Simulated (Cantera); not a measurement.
Input: 1 mol CuO, 0.93 mol CO, 0.15 mol H2, held at 1798.15 K and 10.0 mbar.

These are equilibrium values from Cantera (NASA tables, ideal gas, pure condensed phases), not measurements of a reactor. Candidate condensed phases: C, C6H6, C7H8, C8H18, Cu, CuO, Cu(OH)2, Cu2O, H2O; 113 gas species. The numbers say what is thermodynamically allowed, not how fast it happens.

Base state: CO2 0.746, H2O 0.128, CO 0.0682, Cu 0.0530, H2 0.00307, OH 0.000536, O2 0.000488, H 0.000195 (mole fractions); condensed: Cu(l).

What changes in the equilibrium state with this change: H2 from 0.15 to 6.5 mol?


```json
[
 {"species": "H2", "before": "0.00307", "after": "0.704"},
 {"species": "H2O", "before": "0.128", "after": "0.122"},
 {"species": "CO", "before": "0.0682", "after": "0.113"},
 {"species": "CO2", "before": "0.746", "after": "0.00515"},
 {"species": "Cu", "before": "0.0530", "after": "0.0530"},
 {"species": "O2", "before": "0.000488", "after": "8.44e-9"},
 {"species": "O", "before": "2.64e-5", "after": "1.10e-7"},
 {"species": "CuO", "before": "1.55e-5", "after": "6.46e-8"},
 {"species": "OH", "before": "0.000536", "after": "3.37e-5"},
 {"species": "H", "before": "0.000195", "after": "0.00296"},
 {"species": "Cu(l), mol", "before": "0.939", "after": "0.582"}
]
```
